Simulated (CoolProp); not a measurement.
Properties of sulfur hexafluoride along the isotherm -44.55 °C (Tc = 45.6 °C, pc = 37.55 bar, ω = 0.210).

Values from CoolProp's reference Helmholtz-energy equation of state, Guder 2009.

| p (bar) | phase | Z | cp (kJ/(kg K)) | speed of sound (m/s) | expansivity (1/kK) | Prandtl number |
|---|---|---|---|---|---|---|
| 1.17 | gas | 0.9685 | 0.5498 | 117.7 | 4.859 | 0.829 |
| 2.35 | gas | 0.9341 | 0.5699 | 114.4 | 5.490 | 0.864 |
| 3.52 | liquid | 0.01486 | 0.8526 | 528.6 | 2.794 | 4.33 |
| 4.69 | liquid | 0.01979 | 0.8521 | 529.5 | 2.787 | 4.33 |
| 5.87 | liquid | 0.02476 | 0.8516 | 530.4 | 2.779 | 4.33 |
| 7.04 | liquid | 0.02969 | 0.8512 | 531.3 | 2.772 | 4.33 |
| 8.21 | liquid | 0.03461 | 0.8507 | 532.1 | 2.764 | 4.33 |
| 9.39 | liquid | 0.03957 | 0.8503 | 533.0 | 2.757 | 4.34 |
| 10.6 | liquid | 0.04465 | 0.8498 | 533.9 | 2.749 | 4.34 |
| 11.7 | liquid | 0.04927 | 0.8494 | 534.7 | 2.742 | 4.34 |
| 12.9 | liquid | 0.05430 | 0.8489 | 535.6 | 2.735 | 4.34 |
| 14.1 | liquid | 0.05933 | 0.8485 | 536.5 | 2.728 | 4.34 |
| 15.3 | liquid | 0.06435 | 0.8480 | 537.3 | 2.720 | 4.35 |
| 16.4 | liquid | 0.06896 | 0.8476 | 538.1 | 2.714 | 4.35 |
| 17.6 | liquid | 0.07398 | 0.8472 | 539.0 | 2.707 | 4.35 |
| 18.8 | liquid | 0.07899 | 0.8467 | 539.8 | 2.700 | 4.35 |

Viscosity comes from a separate model (Quiñones-Cisneros 2012). Thermal conductivity comes from a separate model (Assael 2012).
